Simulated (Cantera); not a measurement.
## HI + O₂ + H₂ (abatement and gas-phase synthesis)

A closed system holds: 1 mol HI, 0.037 mol O₂, 0.035 mol H₂, at 100000 Pa.

Equilibrium computed with Cantera from the NASA thermochemical tables; the gas is ideal and each condensed phase is pure. Candidate condensed phases: H₂O, I₂; 25 gas species. Ions and electrons are included (thermal ionisation). The numbers say what is thermodynamically allowed, not how fast it happens.

From 2500 K to 5000 K nothing is condensed.

```
T (K)  log p I  log p H  log p H₂  log p HI  log p H₂O  log p O  log p OH  log p I₂
-----  -------  -------  --------  --------  ---------  -------  --------  --------
2500     -0.22    -1.88     -0.57     -1.18      -1.31    -4.80     -3.31     -2.80
3000     -0.22    -1.11     -0.62     -1.50      -1.38    -3.06     -2.35     -3.35
3500     -0.26    -0.63     -0.81     -1.85      -1.74    -1.97     -1.91     -3.82
4000     -0.30    -0.40     -1.21     -2.27      -2.70    -1.57     -2.12     -4.21
4500     -0.32    -0.33     -1.73     -2.69      -3.88    -1.49     -2.63     -4.49
5000     -0.33    -0.31     -2.24     -3.05      -4.96    -1.47     -3.13     -4.70
```
log p: log10 of the partial pressure in bar; nothing condenses.
